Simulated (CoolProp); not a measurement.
Toluene along the isotherm 346.85 °C: density (kg/m³) from the reference equation and from simpler models built on Tc = 318.6 °C, pc = 4.126 MPa, ω = 0.266; each cubic takes its own stable root.

The numbers come from the reference Helmholtz-energy equation of state, Lemmon 2006 in CoolProp. It is a short technical equation, of lower accuracy than the large ones.

```
p (MPa)          phase  reference  van der Waals  Peng-Robinson
-------  -------------  ---------  -------------  -------------
0.413              gas      7.626          7.588          7.635
0.825              gas          …          15.61          15.81
1.24               gas      24.62          24.23          24.70
1.65               gas          …          33.40          34.25
2.06               gas          …              …          44.72
2.48               gas      56.38          54.55          56.62
2.89               gas          …              …          69.69
3.3                gas      84.37          80.91          84.63
3.71               gas          …          97.73          102.1
4.13     supercritical      123.9          119.8          123.9
4.54     supercritical      151.5          151.9          151.0
4.95     supercritical      190.0          212.2          187.5
5.36     supercritical      250.7          257.4          236.2
5.78     supercritical      327.8          280.0          286.0
6.19     supercritical      374.1          294.7          322.1
```

Q: What belongs in the gaps?

A: 
- 0.825, reference: 15.77
- 1.65, reference: 34.12
- 2.06, reference: 44.54
- 2.06, van der Waals: 43.34
- 2.89, reference: 69.42
- 2.89, van der Waals: 66.82
- 3.71, reference: 101.9
